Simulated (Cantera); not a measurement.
An adiabatic, constant-volume homogeneous reactor starts with CH₄ : H₂ : O₂ : N₂ = 1 : 0.086 : 4.75 : 17.9 (molar parts), equivalence ratio 0.43, at 1075 K and 510000 Pa.

Detailed kinetics in Cantera: GRI-Mech 3.0 (53 species, 325 reactions).

One state of this run: T (K) = 2237; P (bar) = 10.6; x CH₄ = <1e-12; x H₂ = 0.000114; x O₂ = 0.112; x C₂H₄ = <1e-12; x H₂O = 0.0865; x HCO = 1.59e-11. x: mole fraction; the columns are a selection and need not sum to one.

### Question
Which value of t (s) does it belong to?
(A) 0.00840
(B) 0.0277
(C) 2.17e-5
(D) 7.14e-5

### Answer
B, 0.0277
